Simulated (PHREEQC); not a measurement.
Solution (25 °C): 0.021 mol/kgw ZnSO4, 0.00073 mol/kgw ZnCl2, 0.0031 mol/kgw HCl and 0.036 mol/kgw Na2SO4. Closed to the air; pH follows from the charge balance.

All values are PHREEQC results (ion-association model, phreeqc.dat), not measurements.

Question: The ionic strength comes out as 0.138 mol/kgw. What activity coefficients do Zn+2, NaSO4-, Na+, H+, Zn(SO4)2-2 get?

Answer: Zn+2 0.34, NaSO4- 0.77, Na+ 0.77, H+ 0.81, Zn(SO4)2-2 0.34.

Precipitation was switched off in this run.
